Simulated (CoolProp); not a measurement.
1,2-dichloroethane along the isobar 7.46 MPa: density (kg/m³) from the reference equation and from simpler models built on Tc = 288.4 °C, pc = 5.226 MPa, ω = 0.269; each cubic takes its own stable root.

Computed with CoolProp (reference Helmholtz-energy equation of state, Thol 2015).

```json
[
 {"T (°C)": "100.15", "phase": "liquid", "reference": "1142"},
 {"T (°C)": "112.85", "phase": "liquid", "reference": "1122"},
 {"T (°C)": "125.45", "phase": "liquid", "reference": "1101"},
 {"T (°C)": "138.15", "phase": "liquid", "reference": "1080"},
 {"T (°C)": "150.85", "phase": "liquid", "reference": "1058"},
 {"T (°C)": "163.45", "phase": "liquid", "reference": "1035"},
 {"T (°C)": "176.15", "phase": "liquid", "reference": "1012"},
 {"T (°C)": "188.85", "phase": "liquid", "reference": "987.0"},
 {"T (°C)": "201.55", "phase": "liquid", "reference": "961.3"},
 {"T (°C)": "214.15", "phase": "liquid", "reference": "934.4"},
 {"T (°C)": "226.85", "phase": "liquid", "reference": "905.6"}
]
```

### Question
How far does each simpler model (van der Waals, Peng-Robinson) lie from the reference over these 11 states: mean and median of the absolute difference, and the worst?

### Answer
- van der Waals: mean 39.6 %, median 39.7 %, worst -40.8 % at 100.15 °C and 7.46 MPa
- Peng-Robinson: mean 1.5 %, median 1.0 %, worst -3.6 % at 226.85 °C and 7.46 MPa
